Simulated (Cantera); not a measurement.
Input: 1 mol CH₂F₂, 0.75 mol F₂, equilibrated at 3.60e-5 bar.

These are equilibrium values from Cantera (NASA tables, ideal gas, pure condensed phases), not measurements of a reactor. Candidate condensed phases: C, C₆H₆, C₇H₈, C₈H₁₈; 95 gas species. Equilibrium is a limit: real reactors are often held back by kinetics, nucleation or transport.

x: gas mole fraction; nothing condenses.

```csv
T (K),x F,x H,x HF,x C,x C₃,x CF,x C₂
2725,0.479,0.184,0.228,0.0400,0.0445,0.0149,0.00843
2750,0.489,0.201,0.200,0.0464,0.0406,0.0141,0.00887
2775,0.497,0.217,(withheld),(withheld),(withheld),0.0133,0.00923
2800,0.504,0.231,(withheld),(withheld),(withheld),0.0124,0.00951
2825,0.511,0.243,0.127,0.0691,0.0284,0.0115,0.00967
2850,0.516,0.254,0.107,0.0776,0.0244,0.0106,0.00971
2875,0.520,0.264,0.0901,0.0863,0.0205,0.00972,0.00960
2900,0.523,0.271,0.0753,0.0950,0.0169,0.00881,0.00933
2925,0.525,0.278,0.0627,0.104,0.0136,0.00792,0.00892
2950,0.527,0.283,0.0521,0.112,0.0107,0.00705,0.00837
2975,0.529,0.287,0.0432,0.119,0.00819,0.00623,0.00771
```

Complete the blanks.


- 2775, x HF: 0.173
- 2775, x C: 0.0534
- 2775, x C₃: 0.0365
- 2800, x HF: 0.149
- 2800, x C: 0.0610
- 2800, x C₃: 0.0324
